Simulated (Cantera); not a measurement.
**Hydrocarbon pyrolysis for carbon deposition**

A perfectly stirred reactor is fed with 21.7 % C2H6, 78.3 % N2, at 0.735 Torr; it is held at 1875 K, and followed from long to short residence time.

Detailed kinetics in Cantera: GRI-Mech 3.0 (53 species, 325 reactions). GRI-Mech 3.0 stops at C3 and has no aromatics, soot or wall deposition, so with more carbon than oxygen in the feed, carbon stays in small species such as C2H2 where larger ones or solid carbon would form. Radical loss at walls, strong at low pressure, is not modelled.

| τ (s) | x C2H6 | x H | x CH4 | x C2H4 | x CH2 |
|---|---|---|---|---|---|
| 0.55 | 0.000270 | 0.00340 | 0.0246 | 0.00169 | 4.64e-5 |
| 0.21 | 0.000688 | 0.00364 | 0.0349 | 0.00382 | 6.69e-5 |
| 0.078 | 0.00180 | 0.00391 | 0.0468 | 0.00841 | 9.59e-5 |
| 0.030 | 0.00454 | 0.00412 | 0.0569 | 0.0168 | 0.000134 |
| 0.011 | 0.0120 | 0.00414 | 0.0604 | 0.0311 | 0.000184 |
| 0.0042 | 0.0302 | 0.00378 | 0.0505 | 0.0453 | 0.000235 |
| 0.0016 | 0.0698 | 0.00294 | 0.0291 | 0.0436 | 0.000249 |
| 0.00060 | 0.131 | 0.00174 | 0.0101 | 0.0202 | 0.000181 |
| 0.00023 | 0.181 | 0.000647 | 0.00241 | 0.00351 | 7.35e-5 |
x: mole fraction; the columns are a selection and need not sum to one.
